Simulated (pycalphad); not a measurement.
CALPHAD calculation (pycalphad, COST 507 light-alloy database (1999)), 1 atm. The database dates from 1999; later assessments differ in places, in temperatures and in the compounds included.

### Question
Which phases does B-41 at.% Ti hold at 2740 K, with what compositions and amounts?

### Answer
B2M with 33.3 at.% Ti and liquid with 57.1 at.% Ti. The lever rule gives (41 − 33.3)/(57.1 − 33.3) = 0.32 of liquid and 0.68 of B2M.

### Question
Which phases does B-26 at.% Ti hold at 3327 K, with what compositions and amounts?

### Answer
liquid with 23.0 at.% Ti and B2M with 33.3 at.% Ti. The lever rule gives (26 − 23.0)/(33.3 − 23.0) = 0.29 of B2M and 0.71 of liquid.

### Question
Which phases does B-22 at.% Ti hold at 3220 K, with what compositions and amounts?

### Answer
liquid with 19.8 at.% Ti and B2M with 33.3 at.% Ti. The lever rule gives (22 − 19.8)/(33.3 − 19.8) = 0.16 of B2M and 0.84 of liquid.

### Question
Which phases does B-40 at.% Ti hold at 1940 K, with what compositions and amounts?

### Answer
B2M with 33.3 at.% Ti and B4M3 with 42.9 at.% Ti. The lever rule gives (40 − 33.3)/(42.9 − 33.3) = 0.70 of B4M3 and 0.30 of B2M.

Database names, with the compositions (at.%) that they take in these runs: B2M: B 67 Ti 33; B4M3: B 57 Ti 43.
